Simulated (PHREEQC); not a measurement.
KOH is added in steps, without added water, to 1 kg of water holding 0.006 mol HCl, 0.0071 mol MnSO4 and 0.0022 mol Fe2(SO4)3, at 25 °C. The system is closed to oxygen. CO2 from the air is kept out. Only these solids could form: Hematite, Pyrochroite, Jarosite-K.

Base run: PHREEQC, ion-association model, wateq4f.dat. Each further column changes one thing. The table gives Fe in solution (mol/kgw).

```
KOH added (mol)      base  all activity coefficients set to 1  database phreeqc.dat  Debye-Hückel limiting law  Davies equation for every ion
---------------  --------  ----------------------------------  --------------------  -------------------------  -----------------------------
0                 1.05e-6                             1.37e-6               1.05e-6                    9.25e-7                        9.97e-7
0.002917          6.41e-7                             8.37e-7               6.41e-7                    5.66e-7                        6.11e-7
0.007292          2.53e-7                             3.28e-7               2.53e-7                    2.23e-7                        2.41e-7
0.01021           1.10e-7                             1.41e-7               1.10e-7                    9.67e-8                        1.04e-7
0.01458           1.52e-8                             1.90e-8               1.52e-8                    1.36e-8                        1.45e-8
0.0175           8.55e-10                            9.87e-10              8.55e-10                   7.96e-10                       8.18e-10
0.02042                 0                                   0              1.90e-14                   1.99e-14                              0
0.02479                 0                                   0              1.01e-14                   1.07e-14                       1.11e-14
0.02771                 0                                   0              1.83e-14                   1.94e-14                              0
0.03208          1.12e-14                            1.41e-14              2.63e-14                   2.80e-14                       1.84e-14
0.035            3.92e-13                            4.02e-13              3.94e-13                   4.06e-13                       4.00e-13
```

 phreeqc.dat and wateq4f.dat share most of their constants, so their agreement is no independent check. Solids allowed in the column 'database phreeqc.dat': Hematite, Pyrochroite, Sylvite, Jarosite-K.
